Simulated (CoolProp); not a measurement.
A single-stage vapour-compression cycle with the fluid: evaporating at 324.15 K (dew point), condensing at 387.15 K (bubble point), superheat 10 K, subcooling 8 K, compressor efficiency 0.9, no pressure losses. The same conditions are run with several fluids, on thermodynamics alone (safety and materials aside).

The numbers come from the reference Helmholtz-energy equation of state of each fluid (R142b: Lemmon 2006; benzene: Thol 2012; cyclopentane: Gedanitz 2015; R245ca: Zhou 2016; R114: Platzer 1990; R123: Younglove 1994) in CoolProp. The equations of Platzer and Polt are older, rougher fits.

```csv
fluid,cooling COP,pressure ratio,discharge temperature (K),refrigerating effect (kJ/kg),volumetric capacity (kJ/m³)
R142b,3.15,3.85,[?],110,3210
benzene,4.01,6.89,[?],322,346
cyclopentane,3.86,5.34,391.8,286,802
R245ca,3.40,5.09,387.2,117,1500
R114,3.01,4.06,387.2,63.8,2020
R123,3.58,4.84,389.9,[?],1380
```

Q: What belongs in the gaps?

A: 
- R142b, discharge temperature (K): 399.1
- benzene, discharge temperature (K): 399.9
- R123, refrigerating effect (kJ/kg): 107

The compression ends wet for: R245ca; R114.
